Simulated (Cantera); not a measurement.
## Hydrocarbon pyrolysis for carbon deposition

A perfectly stirred reactor is fed with 20.0 % C2H4, 80.0 % H2, at 495 Torr; it is held at 1625 K, and followed from long to short residence time.

Cantera simulation using GRI-Mech 3.0 (53 species, 325 reactions); the numbers are that mechanism's predictions, not measurements. GRI-Mech 3.0 was tuned for natural gas; its chemistry of ethylene as a main component is partial and can be far from experiment. GRI-Mech 3.0 stops at C3 and has no aromatics, soot or wall deposition, so with more carbon than oxygen in the feed, carbon stays in small species such as C2H2 where larger ones or solid carbon would form.

| τ (s) | x C2H4 | x H2 | x CH2 | x C2H6 | x CH3 | x CH4 | x C2H2 |
|---|---|---|---|---|---|---|---|
| 6.3 | 0.00696 | 0.804 | 8.01e-9 | 1.27e-5 | 8.51e-5 | 0.0428 | 0.147 |
| 1.1 | 0.00729 | 0.808 | 7.17e-9 | 1.14e-5 | 7.40e-5 | 0.0365 | 0.148 |
| 0.19 | 0.00881 | 0.819 | 4.63e-9 | 9.78e-6 | 4.24e-5 | 0.0197 | 0.153 |
| 0.032 | 0.0159 | 0.826 | 2.43e-9 | 1.53e-5 | 1.60e-5 | 0.00726 | 0.151 |
| 0.0055 | 0.0516 | 0.822 | 3.03e-9 | 4.51e-5 | 7.49e-6 | 0.00350 | 0.122 |
| 0.00094 | 0.137 | 0.810 | 5.53e-9 | 9.61e-5 | 3.57e-6 | 0.00119 | 0.0522 |
| 0.00016 | 0.193 | 0.801 | 2.64e-9 | 3.63e-5 | 5.54e-7 | 6.15e-5 | 0.00598 |
x: mole fraction; the columns are a selection and need not sum to one.
